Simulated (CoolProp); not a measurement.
Vapour-liquid equilibrium of ethylene (1) + ethane (2) at 1.02 bar; x and y are mole fractions of (1).

Values from CoolProp's multi-fluid Helmholtz-energy mixture model, Smukala 2000 and Bücker 2006; pair parameters Bell 2016.

| x | bubble temperature, mixture model (K) | bubble temperature, Raoult's law (K) | y, mixture model | y, Raoult's law |
|---|---|---|---|---|
| 0.05 | (withheld) | 183.6 | 0.119 | 0.107 |
| 0.15 | 180.8 | 181.5 | 0.304 | 0.288 |
| 0.25 | 178.9 | 179.6 | 0.443 | 0.436 |
| 0.35 | (withheld) | 177.8 | 0.555 | 0.558 |
| 0.45 | (withheld) | 176.3 | 0.648 | 0.659 |
| 0.55 | (withheld) | 174.8 | (withheld) | 0.744 |
| 0.65 | 173.2 | 173.5 | (withheld) | 0.817 |
| 0.75 | 172.1 | 172.2 | 0.867 | 0.879 |
| 0.85 | (withheld) | 171.1 | 0.925 | 0.932 |
| 0.95 | 170.0 | 170.0 | 0.977 | 0.979 |

**Question.** Some entries are withheld; supply them.

**Answer.** 
- 0.05, bubble temperature, mixture model (K): 183.2
- 0.35, bubble temperature, mixture model (K): 177.2
- 0.45, bubble temperature, mixture model (K): 175.8
- 0.55, bubble temperature, mixture model (K): 174.5
- 0.55, y, mixture model: 0.730
- 0.65, y, mixture model: 0.802
- 0.85, bubble temperature, mixture model (K): 171.0

The largest gap from Raoult's law is -0.7 K in bubble temperature, at x = 0.25. No azeotrope shows between x = 0.05 and 0.95.

The pair parameters rest on a limited set of measurements; away from them the model extrapolates.
